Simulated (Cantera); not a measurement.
## Ignition delay

Mixture: CH4 : C2H6 : O2 : N2 = 1 : 0.089 : 3.35 : 11.7 (molar parts), at 760 Torr, adiabatic and at constant pressure. Ignition delay is the time to a rise of 400 K.

Computed with Cantera and GRI-Mech 3.0 (53 species, 325 reactions).

| T0 (K) | delay (ms) |
|---|---|
| 1200 | 5.34 |
| 1300 | 1.73 |
| 1400 | 0.625 |
| 1500 | 0.250 |
| 1600 | 0.114 |
| 1700 | 0.0592 |
| 1800 | 0.0347 |
| 1900 | 0.0224 |
| 2000 | 0.0156 |
| 2100 | 0.0116 |

| Property | Result |
|---|---|
| apparent activation energy between 1900 and 2100 K | 110 kJ/mol |
